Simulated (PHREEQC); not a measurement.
# Acid mine or pickling water (model solution)

Synthetic water in mg/kgw, 35 °C, pH 3.78, pe 10.9:

```tsv
constituent	mg/kgw
Na	281
K	19.1
Ca	116
Mg	58.6
Cl	243
S(6) as SO4	840
Cu(2)	9.59
```

Valence states are taken as typed.

Model: ion-association model, wateq4f.dat, run in PHREEQC.

No solid was allowed to form.

Predict the ionic strength, charge-balance error.

ionic strength 0.0307 mol/kgw; charge-balance error -1.1 %.

In which forms is Ca present?

Ca+2 71 %, CaSO4 29 % of the Ca.
